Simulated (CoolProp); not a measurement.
Computed with CoolProp (reference Helmholtz-energy equation of state, Gao 2022).

For n-perfluorohexane, give the phase and the cp (kJ/(kg K)), cv (kJ/(kg K)), Joule-Thomson coefficient (K/MPa) at 146.15 °C and 0.0713 MPa; 146.15 °C and 0.369 MPa.


- 146.15 °C and 0.0713 MPa: gas; cp 0.979, cv 0.952, Joule-Thomson coefficient 9.67
- 146.15 °C and 0.369 MPa: gas; cp 1.00, cv 0.959, Joule-Thomson coefficient 11.3
